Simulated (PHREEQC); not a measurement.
Consider water at 83 °C with 33 mmol/kgw CuSO4, 25 mmol/kgw H2SO4 and 54 mmol/kgw H3BO3. Closed to the air; pH follows from the charge balance.

Computed with PHREEQC (ion-association model, wateq4f.dat).

Precipitation was switched off in this run.

Question: Predict the pH, ionic strength.

Answer: pH 1.89; ionic strength 0.0972 mol/kgw.

Question: In which forms is Cu present?

Answer: Cu+2 68 %, CuSO4 32 % of the Cu.

Constants without temperature data keep their 25 °C values here.
